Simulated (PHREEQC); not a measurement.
Make-up at 25 °C: 0.032 mol HF and 0.044 mol NaF per kg of water. It is in equilibrium with CO2 at log p = -1 (atm). Otherwise closed; pH follows from the charge balance.

Model: ion-association model, phreeqc.dat, run in PHREEQC.

No solid was allowed to form.

Task: Predict the pH.

Result: pH 3.25.

Task: In which forms is F present?

Result: F- 52 %, HF 36 %, HF2- 11 %, NaF 0.9 % of the F.

Species that the database lacks are ignored.
